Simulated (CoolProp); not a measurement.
Octamethylcyclotetrasiloxane (D4) along the isobar 1810 kPa: fugacity coefficient from the reference equation and from simpler models built on Tc = 586.5 K, pc = 1347 kPa, ω = 0.598; each cubic takes its own stable root.

Model: reference Helmholtz-energy equation of state, Thol 2015, in CoolProp.

```tsv
T (K)	phase	reference	Redlich-Kwong	Soave-Redlich-Kwong	Peng-Robinson
461	liquid	0.08171	0.1666	0.08414	0.08184
475.4	liquid	0.1103	0.2009	0.1140	0.1104
489.9	liquid	0.1452	0.2384	0.1505	0.1453
504.3	liquid	0.1859	0.2786	0.1934	0.1862
518.8	liquid	0.2331	0.3214	0.2431	0.2336
533.2	liquid	0.2857	0.3657	0.2985	0.2865
547.7	liquid	0.3440	0.4117	0.3594	0.3447
562.2	liquid	0.4064	0.4582	0.4242	0.4067
576.6	liquid	0.4711	0.5042	0.4902	0.4699
591.1	supercritical	0.5366	0.5492	0.5554	0.5324
605.5	supercritical	0.5964	0.5910	0.6135	0.5880
620	supercritical	0.6423	0.6278	0.6588	0.6314
```
